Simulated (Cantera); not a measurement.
An adiabatic, constant-pressure homogeneous reactor starts with 5.54 % CH4, 0.383 % H2, 19.8 % O2, 74.3 % N2, equivalence ratio 0.57, at 1598 K and 26.0 bar.

Computed with Cantera and GRI-Mech 3.0 (53 species, 325 reactions). The pressure lies above the range GRI-Mech 3.0 was tuned for (to about 10 atm).

One state of this run: T (K) = 2646; x CH4 = <1e-12; x H2 = 0.000910; x O2 = 0.0755; x H = 0.000275; x HCN = 3.33e-11. x: mole fraction; the columns are a selection and need not sum to one.

Problem. Which value of t (s) does it belong to?
(A) 4.72e-5
(B) 2.00e-6
(C) 9.71e-6
(D) 0.127

Solution. D, 0.127
